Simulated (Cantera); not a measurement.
# Moist CO burnout

An isothermal, constant-pressure homogeneous reactor starts with CO : O₂ : H₂O : N₂ = 0.0024 : 0.00036 : 0.078 : 1 (molar parts), at 1225 K and 300000 Pa.

Cantera simulation using GRI-Mech 3.0 (53 species, 325 reactions); the numbers are that mechanism's predictions, not measurements.

```json
[
 {"t (s)": "4.00e-5", "x CO": "0.00222", "x O₂": "0.000333", "x H₂O": "0.0722", "x NO₂": "<1e-12", "x H₂": "<1e-12", "x CO₂": "8.86e-12"},
 {"t (s)": "8.66e-5", "x CO": "0.00222", "x O₂": "0.000333", "x H₂O": "0.0722", "x NO₂": "<1e-12", "x H₂": "8.22e-12", "x CO₂": "2.85e-11"},
 {"t (s)": "0.000188", "x CO": "0.00222", "x O₂": "0.000333", "x H₂O": "0.0722", "x NO₂": "<1e-12", "x H₂": "5.90e-11", "x CO₂": "1.11e-10"},
 {"t (s)": "0.000406", "x CO": "0.00222", "x O₂": "0.000333", "x H₂O": "0.0722", "x NO₂": "<1e-12", "x H₂": "3.56e-10", "x CO₂": "4.95e-10"},
 {"t (s)": "0.000880", "x CO": "0.00222", "x O₂": "0.000333", "x H₂O": "0.0722", "x NO₂": "<1e-12", "x H₂": "2.08e-9", "x CO₂": "2.53e-9"},
 {"t (s)": "0.00191", "x CO": "0.00222", "x O₂": "0.000333", "x H₂O": "0.0722", "x NO₂": "<1e-12", "x H₂": "1.42e-8", "x CO₂": "1.62e-8"},
 {"t (s)": "0.00413", "x CO": "0.00222", "x O₂": "0.000333", "x H₂O": "0.0722", "x NO₂": "<1e-12", "x H₂": "1.71e-7", "x CO₂": "1.90e-7"},
 {"t (s)": "0.00894", "x CO": "0.00221", "x O₂": "0.000332", "x H₂O": "0.0722", "x NO₂": "<1e-12", "x H₂": "1.11e-5", "x CO₂": "1.24e-5"},
 {"t (s)": "0.0194", "x CO": "0.000923", "x O₂": "0.000134", "x H₂O": "0.0713", "x NO₂": "<1e-12", "x H₂": "0.000896", "x CO₂": "0.00130"},
 {"t (s)": "0.0420", "x CO": "0.000246", "x O₂": "7.62e-6", "x H₂O": "0.0709", "x NO₂": "<1e-12", "x H₂": "0.00132", "x CO₂": "0.00198"},
 {"t (s)": "0.0909", "x CO": "0.000152", "x O₂": "1.44e-6", "x H₂O": "0.0708", "x NO₂": "<1e-12", "x H₂": "0.00141", "x CO₂": "0.00207"},
 {"t (s)": "0.197", "x CO": "0.000117", "x O₂": "4.21e-7", "x H₂O": "0.0708", "x NO₂": "<1e-12", "x H₂": "0.00144", "x CO₂": "0.00210"},
 {"t (s)": "0.426", "x CO": "9.88e-5", "x O₂": "1.50e-7", "x H₂O": "0.0707", "x NO₂": "<1e-12", "x H₂": "0.00146", "x CO₂": "0.00212"},
 {"t (s)": "0.923", "x CO": "8.77e-5", "x O₂": "6.00e-8", "x H₂O": "0.0707", "x NO₂": "<1e-12", "x H₂": "0.00147", "x CO₂": "0.00213"},
 {"t (s)": "2.00", "x CO": "8.06e-5", "x O₂": "2.57e-8", "x H₂O": "0.0707", "x NO₂": "<1e-12", "x H₂": "0.00147", "x CO₂": "0.00214"}
]
```
x: mole fraction; the columns are a selection and need not sum to one.

Equilibrium at this temperature and pressure: CO 6.66e-5, O₂ <1e-12, H₂O 0.0707, NO₂ <1e-12, H₂ 0.00149, CO₂ 0.00215 (gas phase only).
